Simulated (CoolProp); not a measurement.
Vapour-liquid equilibrium of propylene (1) + R134a (2) at 0.156 bar; x and y are mole fractions of (1).

Model: multi-fluid Helmholtz-energy mixture model, Lemmon 2013 and Tillner-Roth 1994; pair parameters Bell 2016, in CoolProp.

```tsv
x	bubble temperature, mixture model (K)	bubble temperature, Raoult's law (K)	y, mixture model	y, Raoult's law
0.05	204.6	211.0	0.454	0.159
0.15	196.6	207.7	0.725	0.400
0.25	193.5	204.8	0.798	0.567
0.35	192.3	202.3	0.824	0.688
0.45	191.9	200.1	0.834	0.776
0.55	191.7	198.1	0.838	0.842
0.65	191.6	196.4	0.843	0.893
0.75	191.4	194.8	0.854	0.933
0.85	191.2	193.4	0.880	0.964
0.95	191.2	192.0	0.942	0.989
```

The largest gap from Raoult's law is -11.3 K in bubble temperature, at x = 0.25. y crosses x between x = 0.85 and 0.95: the model has an azeotrope there.

The pair parameters rest on a limited set of measurements; away from them the model extrapolates. With so large a gap from Raoult's law the liquid may split in two, which this calculation doesn't test in full.
